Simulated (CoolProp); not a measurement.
Vapour-liquid equilibrium of R22 (1) + R114 (2) at 901 kPa; x and y are mole fractions of (1).

Model: multi-fluid Helmholtz-energy mixture model, Kamei 1995 and Platzer 1990; pair parameters Bell 2016, in CoolProp. This equation is an older, rougher fit; its heat capacities, sound speeds and derivatives of the liquid may be far off and weren't checked against measurements.

```json
[
 {"x": "0.05", "bubble temperature, mixture model (°C)": "(withheld)", "bubble temperature, Raoult's law (°C)": "72.4", "y, mixture model": "0.175", "y, Raoult's law": "0.175"},
 {"x": "0.2", "bubble temperature, mixture model (°C)": "(withheld)", "bubble temperature, Raoult's law (°C)": "57.8", "y, mixture model": "0.498", "y, Raoult's law": "0.513"},
 {"x": "0.35", "bubble temperature, mixture model (°C)": "(withheld)", "bubble temperature, Raoult's law (°C)": "47.0", "y, mixture model": "0.664", "y, Raoult's law": "0.703"},
 {"x": "0.5", "bubble temperature, mixture model (°C)": "36.1", "bubble temperature, Raoult's law (°C)": "38.5", "y, mixture model": "0.770", "y, Raoult's law": "0.820"},
 {"x": "0.65", "bubble temperature, mixture model (°C)": "(withheld)", "bubble temperature, Raoult's law (°C)": "31.6", "y, mixture model": "(withheld)", "y, Raoult's law": "0.897"},
 {"x": "0.8", "bubble temperature, mixture model (°C)": "(withheld)", "bubble temperature, Raoult's law (°C)": "26.0", "y, mixture model": "0.919", "y, Raoult's law": "0.951"},
 {"x": "0.95", "bubble temperature, mixture model (°C)": "21.0", "bubble temperature, Raoult's law (°C)": "21.1", "y, mixture model": "0.981", "y, Raoult's law": "0.990"}
]
```

Problem. Fill in the missing entries.

Solution. 
- 0.05, bubble temperature, mixture model (°C): 70.6
- 0.2, bubble temperature, mixture model (°C): 53.7
- 0.35, bubble temperature, mixture model (°C): 43.3
- 0.65, bubble temperature, mixture model (°C): 30.3
- 0.65, y, mixture model: 0.851
- 0.8, bubble temperature, mixture model (°C): 25.4

The largest gap from Raoult's law is -4.1 K in bubble temperature, at x = 0.2. No azeotrope shows between x = 0.05 and 0.95.

Pair parameters are fitted to limited data, so mixtures are less certain than the pure fluids.
